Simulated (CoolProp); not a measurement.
Vapour-liquid equilibrium of hydrogen chloride (1) + propane (2) at -22.25 °C; x and y are mole fractions of (1).

Computed with CoolProp (multi-fluid Helmholtz-energy mixture model, Thol 2018 and Lemmon 2009; pair parameters Bell 2016).

```
x      bubble pressure, mixture model (kPa)  bubble pressure, Raoult's law (kPa)  y, mixture model  y, Raoult's law
-----  ------------------------------------  -----------------------------------  ----------------  ---------------
0.05                                  351.3                                283.0             0.367            0.244
0.125                            (withheld)                                369.6             0.587            0.467
0.2                              (withheld)                                456.1             0.688            0.605
0.275                                 784.2                                542.6        (withheld)            0.699
0.35                             (withheld)                                629.2             0.785            0.767
0.425                                 962.4                                715.7             0.812            0.819
0.5                                    1030                                802.3             0.834            0.860
0.575                                  1088                                888.8             0.853            0.892
0.65                                   1142                                975.3             0.872            0.919
0.725                                  1193                                 1062             0.891            0.942
0.8                              (withheld)                                 1148             0.912            0.961
0.875                                  1295                                 1235             0.939            0.977
0.95                                   1346                                 1322        (withheld)            0.991
```

Some entries are withheld; supply them.


- 0.125, bubble pressure, mixture model (kPa): 520.7
- 0.2, bubble pressure, mixture model (kPa): 664.8
- 0.275, y, mixture model: 0.746
- 0.35, bubble pressure, mixture model (kPa): 882.0
- 0.8, bubble pressure, mixture model (kPa): 1243
- 0.95, y, mixture model: 0.972

The largest gap from Raoult's law is +45.8 % in bubble pressure, at x = 0.2. No azeotrope shows between x = 0.05 and 0.95.

Pair parameters are fitted to limited data, so mixtures are less certain than the pure fluids.
